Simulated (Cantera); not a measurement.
Feed: 1 mol BN, a varied amount of H₂O, 14 mol H₂, held at 1273 K and 0.00440 bar.

These are equilibrium values from Cantera (NASA tables, ideal gas, pure condensed phases), not measurements of a reactor. Candidate condensed phases: B, BN, B₂O₃, B₃O₃H₃, H₂O; 39 gas species. Mutual solubility and eutectic melting of coexisting phases are not modelled. Gases not in the tables: H₃BO₃. Rates play no part.

Q: Which condensed phases are stable at each of these points (n(H₂O) (mol)): 0.18, 0.73, 1.3, 1.8, 2.4, 2.9, 3.5, 4.1, 4.6?

A: 
| n(H₂O) (mol) | condensed phases | B condensed (%) |
|---|---|---|
| 0.18 | BN(s) + B₂O₃(l) | 98.9 |
| 0.73 | BN(s) + B₂O₃(l) | 98.7 |
| 1.3 | BN(s) + B₂O₃(l) | 98.6 |
| 1.8 | B₂O₃(l) | 93.0 |
| 2.4 | B₂O₃(l) | 87.3 |
| 2.9 | B₂O₃(l) | 83.9 |
| 3.5 | B₂O₃(l) | 80.3 |
| 4.1 | B₂O₃(l) | 77.0 |
| 4.6 | B₂O₃(l) | 74.5 |

From 0.18 mol H₂O to 1.3 mol H₂O the condensed part is BN(s) + B₂O₃(l). From 1.8 mol H₂O to 4.6 mol H₂O the condensed part is B₂O₃(l). The share of B in condensed phases is highest at 0.18 mol H₂O (98.9 %) and lowest at 4.6 mol H₂O (74.5 %).
